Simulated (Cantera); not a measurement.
Input (Python, Cantera):

```python
import numpy as np
import cantera as ct

surf = ct.Interface("ptcombust.yaml", "Pt_surf")
gas = surf.adjacent["gas"]
gas.TPX = 950, 390000, {'H2': 0.026, 'O2': 0.12, 'N2': 0.79, 'H2O': 0.042}
surf.TP = 950, 390000
reactor = ct.FlowReactor(gas, clone=False)
reactor.area = 0.0001  # m2
reactor.surface_area_to_volume_ratio = 520  # 1/m
reactor.mass_flow_rate = 3.9 * reactor.area * gas.density  # inlet velocity 3.9 m/s
reactor.energy_enabled = False
wall = ct.ReactorSurface(surf, reactor, clone=False)
net = ct.ReactorNet([reactor])
net.rtol, net.atol = 1e-8, 1e-16
show, cover = ['H2', 'O2', 'H2O'], ['PT(S)', 'H(S)', 'O(S)', 'OH(S)', 'CO(S)', 'C(S)']

rows = []
print(f"{'z/m':>9s}{'u/(m/s)':>9s}" + "".join(f"{s:>13s}" for s in show + cover))
for z in [9.6e-05, 0.00019, 0.00036, 0.00069, 0.0013, 0.0026, 0.005, 0.0096]:
    net.advance(z)
    rows.append([reactor.speed, *gas[show].X, *surf[cover].coverages])
    print(f"{z:9.4g}{rows[-1][0]:9.3g}" + "".join(f"{x:13.4e}" for x in rows[-1][1:]))
```

Result:

```
      z/m  u/(m/s)           H2           O2          H2O        PT(S)         H(S)         O(S)        OH(S)        CO(S)         C(S)
  9.6e-05     3.89   2.1845e-02   1.2059e-01   4.7851e-02   3.8210e-01   3.9927e-06   6.0507e-01   1.2714e-02  -4.2675e-29  -1.9116e-31
  0.00019     3.88   1.8540e-02   1.1912e-01   5.1273e-02   3.2941e-01   3.0070e-06   6.5809e-01   1.2392e-02   8.5341e-26   1.6228e-28
  0.00036     3.88   1.4477e-02   1.1732e-01   5.5479e-02   2.6450e-01   2.0209e-06   7.2363e-01   1.1771e-02   5.2225e-27   4.9364e-28
  0.00069     3.87   9.9983e-03   1.1533e-01   6.0116e-02   1.9598e-01   1.2036e-06   7.9318e-01   1.0765e-02   2.1967e-26   2.8442e-29
   0.0013     3.86   6.0436e-03   1.1357e-01   6.4210e-02   1.4393e-01   7.1552e-07   8.4634e-01   9.6702e-03   3.0058e-27   5.2665e-29
   0.0026     3.85   2.7086e-03   1.1208e-01   6.7662e-02   1.1033e-01   4.5693e-07   8.8087e-01   8.7503e-03   1.0436e-27   5.8969e-30
    0.005     3.85   8.0177e-04   1.1124e-01   6.9636e-02   9.5570e-02   3.5713e-07   8.9611e-01   8.2760e-03   1.2920e-27   7.8412e-30
   0.0096     3.85   9.4740e-05   1.1092e-01   7.0368e-02   9.0828e-02   3.2687e-07   9.0102e-01   8.1128e-03   2.3289e-27   1.4903e-32
```

Cantera simulation using Deutschmann's 1995 Pt surface mechanism with GRI-Mech 3.0 gas chemistry; the numbers are that mechanism's predictions, not measurements. Catalytic surfaces can have several steady states; this one follows from the mechanism file's or the stated starting coverage. Mass transfer to the wall is taken as infinitely fast.
